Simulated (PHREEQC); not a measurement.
0.33 g of hydrous ferric oxide (600 m²/g; 0.2 weak and 0.005 strong sites per Fe, Dzombak-Morel constants, diffuse double layer) in 1 kg of water with 0.005 mol/kgw of an inert sodium salt and 4.4e-05 mol/kgw NaF, at 25 °C; the pH is set by adding NaOH or the inert anion's acid. Oxygen is held at 0.21 atm. No CO2 enters from the air. Nothing may precipitate in this run.

Base run: PHREEQC, ion-association model, wateq4f.dat. Each further column changes one thing. The table gives F sorbed (%).

```csv
pH,base,background salt from 0.005 to 0.0005 mol/kgw,oxide from 0.33 to 1.7 g/kgw,0.0016 mol/kgw CuSO4 added
3,96.6,98.6,99.3,7.3
3.38,97.3,99.0,99.5,10.4
4.12,96.4,___,99.3,___
4.5,94.6,97.3,99.0,___
5.25,85.8,90.7,97.3,7.1
5.62,76.6,___,95.0,___
6.38,45.4,___,82.2,2.1
6.75,28.9,32.3,68.5,1.8
7.5,7.9,8.6,30.8,1.8
7.88,3.6,3.9,___,2.1
8.62,0.7,0.8,3.7,1.7
9,0.3,0.3,1.7,1.0
```

Q: Some entries are withheld; supply them.

A: 
- 4.12, background salt from 0.005 to 0.0005 mol/kgw: 98.4
- 4.12, 0.0016 mol/kgw CuSO4 added: 13.6
- 4.5, 0.0016 mol/kgw CuSO4 added: 13.4
- 5.62, background salt from 0.005 to 0.0005 mol/kgw: 82.6
- 5.62, 0.0016 mol/kgw CuSO4 added: 4.3
- 6.38, background salt from 0.005 to 0.0005 mol/kgw: 50.7
- 7.88, oxide from 0.33 to 1.7 g/kgw: 16.3

The oxide is taken as insoluble; below pH 4 it would dissolve. In at least one series the solution becomes supersaturated in solids that the run did not let form, among them Cu(OH)2, Brochantite, Antlerite. The database's constant for dissolved Cu(OH)2 is higher than later reviews accept.
